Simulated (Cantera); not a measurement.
Source: NASA polynomial tables (part measured, part estimated), evaluated in Cantera. Values are per mole of reaction as written; species without (g) are pure solids or liquids, kept so even where they would boil at 1 bar.

Q: Between 948 and 1548 K, where is each reaction favourable under standard conditions?
- 0.5 Si + Cl₂(g) ⇌ 0.5 SiCl₄(g)
- 2 Li + Cl₂(g) ⇌ 2 LiCl(g)
- Mg + Cl₂(g) ⇌ MgCl₂(g)

A: 
- 0.5 Si + Cl₂(g) ⇌ 0.5 SiCl₄(g): ΔG° is -269 kJ at 948 K and -230 kJ at 1548 K; it stays negative (K > 1). ΔH° is -329 kJ and ΔS° -63 J/K at 1548 K.
- 2 Li + Cl₂(g) ⇌ 2 LiCl(g): ΔG° is -512 kJ at 948 K and -573 kJ at 1548 K; it stays negative (K > 1). ΔH° is -424 kJ and ΔS° 97 J/K at 1548 K.
- Mg + Cl₂(g) ⇌ MgCl₂(g): ΔG° is -411 kJ at 948 K and -414 kJ at 1548 K; it stays negative (K > 1). ΔH° is -410 kJ and ΔS° 3 J/K at 1548 K.
